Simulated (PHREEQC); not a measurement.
Dissolve 0.019 mol HF and 0.034 mol K2HPO4 per kg of water at 25 °C. Closed to the air; pH follows from the charge balance.

All values are PHREEQC results (ion-association model, phreeqc.dat), not measurements.

| quantity | before | after |
|---|---|---|
| pH | 6.78 | 2.48 |
| ionic strength (mol/kgw) | 0.0815 | 0.00350 |
| HF (mol/kgw) | 3.58e-6 | 0.0153 |
| HF2- (mol/kgw) | 2.60e-7 | 0.000194 |

Task: Which change was made?
A) HF replaced by KF at the same molality
B) 0.0022 mol/kgw Ca(OH)2 added
C) temperature from 25 to 15 °C
D) K2HPO4 left out
E) K2HPO4 from 0.034 to 0.0068 mol/kgw

Result: D, K2HPO4 left out

This is a speciation only: nothing precipitates in the calculation.
